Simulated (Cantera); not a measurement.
Feed: 1 mol V, 4.7 mol N₂O, 24 mol N₂, 0.042 mol O₂, equilibrated at 0.100 bar.

These are equilibrium values from Cantera (NASA tables, ideal gas, pure condensed phases), not measurements of a reactor. Candidate condensed phases: V, VN, VO, V₂O₃, V₂O₄, V₂O₅; 13 gas species. Condensed phases not in the tables: the oxides between V₂O₃ and V₂O₅ other than VO₂. Gases not in the tables: V₄O₁₀. Equilibrium is a limit: real reactors are often held back by kinetics, nucleation or transport.

x: gas mole fraction; n: condensed amount in mol.

```
T (°C)   x N₂    x O₂     x VO₂      x NO         x O      x VO  n V₂O₅(s)  n V₂O₅(l)  n V₂O₄(s)  n V₂O₄(l)
------  -----  ------  --------  --------  ----------  --------  ---------  ---------  ---------  ---------
652     0.962  0.0383    <1e-12   6.05e-6  (withheld)    <1e-12      0.500          0          0          0
802     0.962  0.0383    <1e-12   3.18e-5  (withheld)    <1e-12          0      0.500          0          0
952     0.962  0.0382  2.69e-10  0.000111  (withheld)    <1e-12          0      0.500          0          0
1102    0.954  0.0461   3.57e-8  0.000324  (withheld)    <1e-12          0          0      0.500          0
1252    0.953  0.0459   1.70e-6  0.000710  (withheld)    <1e-12          0          0      0.500          0
1402    0.953  0.0456   3.94e-5   0.00135  (withheld)  1.12e-11          0          0      0.499          0
1552    0.952  0.0450  0.000522   0.00230  (withheld)   1.23e-9          0          0          0      0.492
1702    0.948  0.0441   0.00347   0.00359  (withheld)   4.95e-8          0          0          0      0.448
1852    0.934  0.0423    0.0171   0.00517  (withheld)   1.16e-6          0          0          0      0.238
```

Problem. Fill in the missing entries.

Solution. 
- 652, x O: 8.29e-12
- 802, x O: 8.11e-10
- 952, x O: 2.60e-8
- 1102, x O: 4.32e-7
- 1252, x O: 3.84e-6
- 1402, x O: 2.31e-5
- 1552, x O: 0.000103
- 1702, x O: 0.000366
- 1852, x O: 0.00107
